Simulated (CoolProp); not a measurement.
n-perfluorohexane along the isotherm 450 K: density (kg/m³) from the reference equation and from simpler models built on Tc = 448.0 K, pc = 17.42 bar, ω = 0.497; each cubic takes its own stable root.

The numbers come from the reference Helmholtz-energy equation of state, Gao 2022 in CoolProp.

```
p (bar)          phase  reference  ideal gas  Redlich-Kwong  Soave-Redlich-Kwong  Peng-Robinson
-------  -------------  ---------  ---------  -------------  -------------------  -------------
0.0826             gas     0.7475     0.7463         0.7475               0.7475         0.7476
0.157              gas      1.423      1.418          1.423                1.423          1.423
0.297              gas      2.699      2.683          2.699                2.699          2.701
0.563              gas      5.144      5.087          5.143                5.143          5.149
1.07               gas      9.880      9.667          9.874                9.873          9.897
2.02               gas      19.03      18.25          19.01                19.01          19.10
3.83               gas      37.63          …          37.52                37.51              …
7.27               gas      78.43      65.68              …                77.75          79.16
13.8               gas      197.8          …          191.2                    …          198.3
26.1     supercritical       1028      235.8          809.5                    …              …
```

Q: What belongs in the gaps?

A: 
- 3.83, ideal gas: 34.60
- 3.83, Peng-Robinson: 37.84
- 7.27, Redlich-Kwong: 77.82
- 13.8, ideal gas: 124.7
- 13.8, Soave-Redlich-Kwong: 190.4
- 26.1, Soave-Redlich-Kwong: 803.7
- 26.1, Peng-Robinson: 889.9
